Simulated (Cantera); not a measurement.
Input: 1 mol Cu, 11 mol HF, at 1375 K.

Equilibrium computed with Cantera from the NASA thermochemical tables; the gas is ideal and each condensed phase is pure. Candidate condensed phases: Cu, CuF₂; 15 gas species. Kinetics and transport are ignored.

Problem. What share of the Cu ends up in condensed phases as a function of P (Pa), at 1, 10, 100, 1000, 10000, 100000?

Solution. 
```json
[
 {"P (Pa)": "1", "Cu condensed (%)": "0.0", "as": "-"},
 {"P (Pa)": "10", "Cu condensed (%)": "85.8", "as": "Cu(l)"},
 {"P (Pa)": "100", "Cu condensed (%)": "96.7", "as": "Cu(l)"},
 {"P (Pa)": "1000", "Cu condensed (%)": "98.8", "as": "Cu(l)"},
 {"P (Pa)": "10000", "Cu condensed (%)": "99.5", "as": "Cu(l)"},
 {"P (Pa)": "100000", "Cu condensed (%)": "99.8", "as": "Cu(l)"}
]
```
